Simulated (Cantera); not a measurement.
**Thermodynamics of silicon oxide and oxynitride deposition, feed TEOS + CO2 + H2**

Charge: 1 mol TEOS, 1.1 mol CO2, 0.2 mol H2, equilibrated at 1200 °C.

These are equilibrium values from Cantera (NASA tables, ideal gas, pure condensed phases), not measurements of a reactor. Candidate condensed phases: C, C6H6, C7H8, C8H18, H2O, Si, SiC, SiO2; 123 gas species. The feed counts by its element totals alone. The tables hold silica as quartz up to 1696 K and as liquid above; real silica turns to tridymite and cristobalite and melts near 1996 K. Equilibrium is a limit: real reactors are often held back by kinetics, nucleation or transport.

```tsv
P (Pa)	x H2	x CO	x CH4	x H	x SiO	n C(graphite)	n SiC(s)	n SiO2(β-quartz)
5	0.621	0.377	5.66e-8	0.00141	0.000659	1.92	0.989	0
36	0.622	0.377	4.08e-7	0.000526	0.000659	1.92	0.989	0
260	0.622	0.377	2.95e-6	0.000196	0.000659	1.92	0.989	0
1900	0.622	0.377	2.16e-5	7.24e-5	0.000659	1.92	0.989	0
14000	0.708	0.292	0.000206	2.84e-5	6.46e-5	4.90	0	0.999
100000	0.706	0.292	0.00146	1.06e-5	1.27e-6	4.89	0	1.000
```
x: gas mole fraction; n: condensed amount in mol.

From 5.00 Pa to 1900 Pa the condensed part is C(graphite) + SiC(s). From 14000 Pa to 100000 Pa the condensed part is C(graphite) + SiO2(β-quartz). The main Si-bearing gas is SiO throughout.
